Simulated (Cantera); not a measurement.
A closed system holds: 1 mol Al₂O₃, 0.21 mol N₂, held at 0.428 Torr.

Cantera equilibrium calculation (NASA polynomials, part measured and part estimated; ideal gas, pure solids and liquids). Candidate condensed phases: Al, AlN, Al₂O₃; 16 gas species. Kinetics and transport are ignored.

Problem. Which condensed phases are stable at each of these points (T (°C)): 1825, 1925, 2025, 2125, 2225, 2325, 2425, 2525, 2625, 2725?

Solution. 
```
T (°C)  condensed phases  Al condensed (%)
------  ----------------  ----------------
1825            Al₂O₃(s)             100.0
1925            Al₂O₃(s)             100.0
2025            Al₂O₃(s)             100.0
2125            Al₂O₃(l)              99.9
2225            Al₂O₃(l)              99.8
2325            Al₂O₃(l)              99.3
2425            Al₂O₃(l)              97.3
2525            Al₂O₃(l)              68.7
2625            gas only               0.0
2725            gas only               0.0
```

From 1825 °C to 2025 °C the condensed part is Al₂O₃(s). From 2125 °C to 2525 °C the condensed part is Al₂O₃(l). From 2625 °C to 2725 °C nothing is condensed.
